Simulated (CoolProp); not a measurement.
Properties of R134a at several states (Tc = 374.2 K, pc = 4.059 MPa, ω = 0.327).

Values from CoolProp's reference Helmholtz-energy equation of state, Tillner-Roth 1994.

| T (K) | p (MPa) | phase | Z | viscosity (µPa s) | conductivity (mW/(m K)) |
|---|---|---|---|---|---|
| 385.1 | 0.442 | gas | 0.9645 | 15.2 | 20.4 |
| 200.8 | 22.3 | liquid | 0.8845 | 1090 | 135 |
| 442.2 | 20.5 | supercritical | 0.6790 | 74.5 | 56.6 |

Viscosity comes from a separate model (Huber 2003), an estimate that may be off by 10 % or more. Thermal conductivity comes from a separate model (McLinden 2000), an estimate that may be off by 10 % or more.
